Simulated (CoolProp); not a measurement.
The numbers come from the reference Helmholtz-energy equation of state, Akasaka 2023 in CoolProp.

Question: For R1224YDZ, give the phase and the density (kg/m³), cp (kJ/(kg K)), speed of sound (m/s), Joule-Thomson coefficient (K/MPa) at 244.8 K and 0.648 MPa; 312.7 K and 0.648 MPa; 326.3 K and 0.648 MPa.

Answer: 
- 244.8 K and 0.648 MPa: liquid; density 1500, cp 1.06, speed of sound 829, Joule-Thomson coefficient -0.379
- 312.7 K and 0.648 MPa: liquid; density 1320, cp 1.18, speed of sound 566, Joule-Thomson coefficient -0.199
- 326.3 K and 0.648 MPa: liquid; density 1280, cp 1.21, speed of sound 514, Joule-Thomson coefficient -0.132
